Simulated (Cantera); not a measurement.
A closed system holds: 1 mol Fe3O4, a varied amount of H2, 5.9 mol N2, held at 998 K and 30.0 Pa.

Cantera equilibrium calculation (NASA polynomials, part measured and part estimated; ideal gas, pure solids and liquids). Candidate condensed phases: Fe, FeO, Fe(OH)2, Fe(OH)3, Fe2O3, Fe3O4, H2O; 27 gas species. The numbers say what is thermodynamically allowed, not how fast it happens.

x: gas mole fraction; n: condensed amount in mol.

```json
[
 {"n(H2) (mol)": "35", "x H2": "0.758", "x N2": "0.144", "x H2O": "0.0978", "x H": "1.08e-7", "n Fe(α)": "3.00"},
 {"n(H2) (mol)": "51", "x H2": "0.826", "x N2": "0.104", "x H2O": "0.0703", "x H": "1.13e-7", "n Fe(α)": "3.00"},
 {"n(H2) (mol)": "75", "x H2": "0.878", "x N2": "0.0729", "x H2O": "0.0494", "x H": "1.16e-7", "n Fe(α)": "3.00"},
 {"n(H2) (mol)": "110", "x H2": "0.915", "x N2": "0.0509", "x H2O": "0.0345", "x H": "1.19e-7", "n Fe(α)": "3.00"},
 {"n(H2) (mol)": "160", "x H2": "0.940", "x N2": "(withheld)", "x H2O": "(withheld)", "x H": "1.20e-7", "n Fe(α)": "3.00"},
 {"n(H2) (mol)": "230", "x H2": "0.958", "x N2": "(withheld)", "x H2O": "(withheld)", "x H": "1.22e-7", "n Fe(α)": "3.00"},
 {"n(H2) (mol)": "340", "x H2": "0.971", "x N2": "0.0171", "x H2O": "0.0116", "x H": "1.22e-7", "n Fe(α)": "3.00"},
 {"n(H2) (mol)": "490", "x H2": "0.980", "x N2": "0.0119", "x H2O": "0.00807", "x H": "1.23e-7", "n Fe(α)": "3.00"},
 {"n(H2) (mol)": "720", "x H2": "0.986", "x N2": "0.00813", "x H2O": "0.00551", "x H": "1.23e-7", "n Fe(α)": "3.00"}
]
```

Task: What belongs in the gaps?

Result: 
- 160, x N2: 0.0356
- 160, x H2O: 0.0241
- 230, x N2: 0.0250
- 230, x H2O: 0.0170
